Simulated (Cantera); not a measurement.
## NO annealing gas

An isothermal, constant-pressure homogeneous reactor starts with NO : N2 = 1 : 0.17 (molar parts), at 2200 K and 0.720 atm.

Cantera simulation using GRI-Mech 3.0 (53 species, 325 reactions); the numbers are that mechanism's predictions, not measurements.

| t (s) | x NO | x N2 | x O | x NO2 | x O2 |
|---|---|---|---|---|---|
| 1.00e-5 | 0.855 | 0.145 | 2.12e-5 | 2.64e-6 | 2.51e-7 |
| 3.46e-5 | 0.855 | 0.145 | 6.63e-5 | 2.09e-5 | 2.96e-6 |
| 0.000119 | 0.854 | 0.145 | 0.000217 | 0.000107 | 4.51e-5 |
| 0.000412 | 0.852 | 0.146 | 0.000468 | 0.000251 | 0.000686 |
| 0.00143 | 0.845 | 0.150 | 0.000527 | 0.000285 | 0.00400 |
| 0.00492 | 0.822 | 0.161 | 0.000628 | 0.000340 | 0.0157 |
| 0.0170 | 0.740 | 0.202 | 0.000889 | 0.000456 | 0.0564 |
| 0.0588 | 0.497 | 0.324 | 0.00140 | 0.000503 | 0.178 |
| 0.203 | 0.136 | 0.504 | 0.00192 | 0.000194 | 0.358 |
| 0.702 | 0.0218 | 0.561 | 0.00205 | 3.33e-5 | 0.415 |
| 2.42 | 0.0151 | 0.564 | 0.00206 | 2.32e-5 | 0.418 |
| 8.38 | 0.0151 | 0.564 | 0.00206 | 2.32e-5 | 0.418 |
| 28.9 | 0.0151 | 0.564 | 0.00206 | 2.32e-5 | 0.418 |
| 100 | 0.0151 | 0.564 | 0.00206 | 2.32e-5 | 0.418 |
x: mole fraction; the columns are a selection and need not sum to one.

Equilibrium at this temperature and pressure: NO 0.0151, N2 0.564, O 0.00206, NO2 2.32e-5, O2 0.418 (gas phase only).
